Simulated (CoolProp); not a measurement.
The fluid at 271 K and 0.812 MPa (liquid) is heated at constant pressure to 422.7 K. The same conditions are run with several fluids, on thermodynamics alone (safety and materials aside).

Values from CoolProp's reference Helmholtz-energy equation of state of each fluid (propane: Lemmon 2009; ammonia: Gao 2020; cyclopentane: Gedanitz 2015; toluene: Lemmon 2006).

| fluid | heat (kJ/kg) | final phase | final density (kg/m³) |
|---|---|---|---|
| propane | 669 | gas | 10.6 |
| ammonia | 1620 | gas | 4.03 |
| cyclopentane | 621 | gas | ___ |
| toluene | ___ | liquid | ___ |

Task: Fill in the missing entries.

Result: 
- cyclopentane, final density (kg/m³): 18.6
- toluene, heat (kJ/kg): 284
- toluene, final density (kg/m³): 739
